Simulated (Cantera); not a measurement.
Si + Cl₂ + H₂ (chlorosilane synthesis and conversion)

A closed system holds: 1 mol Si, 2.8 mol Cl₂, a varied amount of H₂, held at 525 K and 3.80 bar.

Method: chemical equilibrium by Gibbs-energy minimisation in Cantera with the NASA 1993 tables (ideal gas, pure condensed phases). Candidate condensed phases: Si; 19 gas species. Equilibrium is a limit: real reactors are often held back by kinetics, nucleation or transport.

From 0.28 mol H₂ to 11 mol H₂ nothing is condensed. The main Si-bearing gas is SiCl₄ throughout.

```
n(H₂) (mol)    x H₂  x HCl  x SiCl₄   x Cl₂  x SiHCl₃
-----------  ------  -----  -------  ------  --------
0.28         <1e-12  0.269    0.481   0.250    <1e-12
0.4          <1e-12  0.364    0.455   0.182    <1e-12
0.58         <1e-12  0.487    0.420  0.0924    <1e-12
0.83         0.0114  0.608    0.380  <1e-12   2.57e-8
1.2           0.133  0.533    0.333  <1e-12   3.01e-7
1.7           0.257  0.457    0.286  <1e-12   5.80e-7
2.5           0.395  0.372    0.233  <1e-12   8.92e-7
3.6           0.519  0.296    0.185  <1e-12   1.17e-6
5.2           0.629  0.229    0.143  <1e-12   1.42e-6
7.5           0.720  0.172    0.108  <1e-12   1.63e-6
11            0.797  0.125   0.0781  <1e-12   1.80e-6
```
x: gas mole fraction; nothing condenses.
